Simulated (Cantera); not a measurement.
Thermodynamics of silicon nitride deposition, feed SiCl4 + NH3

Charge: 1 mol SiCl4, a varied amount of NH3, held at 750 K and 0.280 bar.

These are equilibrium values from Cantera (NASA tables, ideal gas, pure condensed phases), not measurements of a reactor. Candidate condensed phases: NH4Cl, Si, Si3N4; 28 gas species. The numbers say what is thermodynamically allowed, not how fast it happens.

```csv
n(NH3) (mol),x SiCl4,x H2,x HCl,x N2,n Si3N4(s)
0.11,0.777,0.0660,0.135,0.0221,0.0139
0.18,0.679,0.106,0.179,0.0353,0.0206
0.29,0.565,0.158,0.224,0.0528,0.0300
0.45,0.450,0.217,0.261,0.0724,0.0422
0.72,0.327,0.287,0.290,0.0956,0.0604
1.1,0.229,0.351,0.303,0.117,0.0829
1.8,0.137,0.421,0.301,0.140,0.118
2.9,0.0730,0.483,0.282,0.161,0.164
4.6,0.0336,0.537,0.250,0.179,0.217
7.2,0.0124,0.586,0.206,0.195,0.269
11,0.00351,0.629,0.158,0.210,0.306
18,0.000580,0.671,0.105,0.224,0.326
```
x: gas mole fraction; n: condensed amount in mol.

From 0.11 mol NH3 to 18 mol NH3 the condensed part is Si3N4(s). The main Si-bearing gas is SiCl4 throughout. The share of Si in condensed phases is highest at 18 mol NH3 (97.8 %) and lowest at 0.11 mol NH3 (4.2 %).
